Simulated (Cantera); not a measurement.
Charge: 1 mol AlCl₃, 1.8 mol NH₃, 600 mol H₂, equilibrated at 2000 K and 0.00360 bar.

These are equilibrium values from Cantera (NASA tables, ideal gas, pure condensed phases), not measurements of a reactor. Candidate condensed phases: Al, AlCl₃, AlN, NH₄Cl; 20 gas species. Rates play no part.

Base state: H₂ 0.967, H 0.0266, HCl 0.00340, N₂ 0.00147, AlCl 0.00142, Al 0.000207, Cl 6.98e-5 (mole fractions); condensed: gas only.

Task: What changes in the equilibrium state with this change: temperature from 2000 K to 2125 K?

Result: 
| species | before | after |
|---|---|---|
| H₂ | 0.967 | 0.935 |
| H | 0.0266 | 0.0585 |
| HCl | 0.00340 | 0.00350 |
| AlCl | 0.00142 | 0.00115 |
| Cl | 6.98e-5 | 0.000161 |
| Al | 0.000207 | 0.000447 |
| N₂ | 0.00147 | 0.00144 |
